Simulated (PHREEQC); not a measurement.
PHREEQC input (ion-association model, wateq4f.dat):

```
SOLUTION_MASTER_SPECIES
  An  An-  0  An  62.0  # stands for a non-complexing anion
SOLUTION_SPECIES
  An- = An-
    -log_k 0
    -gamma 3.0 0
PHASES
  Fix_H+
    H+ = H+
    -log_k 0
SOLUTION 1
  temp 25
  units mmol/kgw
  pH 7 charge
  F 0.064
  Na 100.08
  Se(6) 0.0081
  An 100
END
SELECTED_OUTPUT 1
  -reset false
  -pH true
  -pe true
  -ionic_strength true
  -water true
  -totals F Na Se Se(-2) Se(4) Se(6)
  -molalities Hfo_wOH Hfo_wOH2+ Hfo_wO- Hfo_sOH Hfo_sOH2+ Hfo_sO- Hfo_wF Hfo_wOHF- Hfo_wSeO4- Hfo_wOHSeO4-2
USER_PUNCH 1
  -headings sigma psi
  10 PUNCH EDL("sigma", "Hfo"), EDL("psi", "Hfo")
PRINT
  -reset false
USE solution 1
SURFACE 1
  Hfo_wOH 0.00247191 600 1.1
  Hfo_sOH 6.17978e-05
EQUILIBRIUM_PHASES 1
  Fix_H+ -3 HAn 10
    -force_equality true
  O2(g) -0.68 10
END
# ... the last block is repeated for the other 12 points of pH, with NaOH or the acid as the point needs
```

Selected output (columns that matter, 13 of 13 rows; pH added in front):

```
pH	mu	F	Na	Se	m_Hfo_wOH	m_Hfo_wOH2+	m_Hfo_wO-	m_Hfo_sOH	m_Hfo_sOH2+	m_Hfo_sO-	m_Hfo_wF	m_Hfo_wOHF-	sigma	psi
3	0.1025	7.2026e-06	0.10008	2.5956e-08	4.3082e-05	0.0023639	1.7987e-08	1.1061e-06	6.0691e-05	4.618e-10	5.5243e-05	1.5539e-06	0.35303	0.15089
3.5	0.10163	5.0617e-06	0.10008	2.7936e-08	0.00012317	0.0022816	1.5232e-07	3.165e-06	5.8629e-05	3.9141e-09	5.4405e-05	4.5331e-06	0.34015	0.14921
4	0.10127	4.7871e-06	0.10008	3.5724e-08	0.00030283	0.0021008	1e-06	7.7825e-06	5.399e-05	2.57e-08	4.8436e-05	1.0777e-05	0.31184	0.14486
4.5	0.10103	5.7013e-06	0.10008	5.929e-08	0.00059758	0.0018035	4.5361e-06	1.5351e-05	4.633e-05	1.1653e-07	3.8572e-05	1.9727e-05	0.2652	0.13667
5	0.10081	8.0223e-06	0.10008	1.3189e-07	0.00094724	0.0014465	1.421e-05	2.431e-05	3.7123e-05	3.6469e-07	2.7839e-05	2.8138e-05	0.2088	0.12459
5.5	0.10061	1.2515e-05	0.10008	3.7424e-07	0.0012715	0.0011077	3.3438e-05	3.2569e-05	2.8372e-05	8.5646e-07	1.8575e-05	3.291e-05	0.15433	0.10943
6	0.10045	2.0195e-05	0.10008	1.2075e-06	0.0015269	0.00083001	6.4344e-05	3.8971e-05	2.1185e-05	1.6423e-06	1.1409e-05	3.2396e-05	0.10824	0.091971
6.5	0.10033	3.1274e-05	0.10008	3.4751e-06	0.0017059	0.00062134	0.0001073	4.3302e-05	1.5772e-05	2.7236e-06	6.248e-06	2.6478e-05	0.071932	0.072681
7	0.10024	4.3659e-05	0.10008	6.3976e-06	0.0018167	0.00047344	0.0001597	4.5827e-05	1.1943e-05	4.0285e-06	2.9383e-06	1.7403e-05	0.04401	0.051704
7.5	0.10016	5.3686e-05	0.10008	7.7445e-06	0.0018729	0.00037278	0.00021556	4.7025e-05	9.36e-06	5.4124e-06	1.1781e-06	9.1358e-06	0.022128	0.029049
8	0.1001	5.9534e-05	0.10008	8.0426e-06	0.0018935	0.00030154	0.00027238	4.7424e-05	7.5524e-06	6.8219e-06	4.1769e-07	4.0483e-06	0.0037631	0.0052004
8.5	0.10014	6.2213e-05	0.10018	8.0913e-06	0.0018905	0.00024386	0.00033575	4.7297e-05	6.1009e-06	8.3999e-06	1.378e-07	1.649e-06	-0.014014	-0.018963
9	0.10022	6.3295e-05	0.10033	8.0986e-06	0.0018628	0.00018995	0.00041849	4.6582e-05	4.75e-06	1.0465e-05	4.3679e-08	6.6118e-07	-0.034346	-0.042502
```

The oxide is taken as insoluble; below pH 4 it would dissolve.
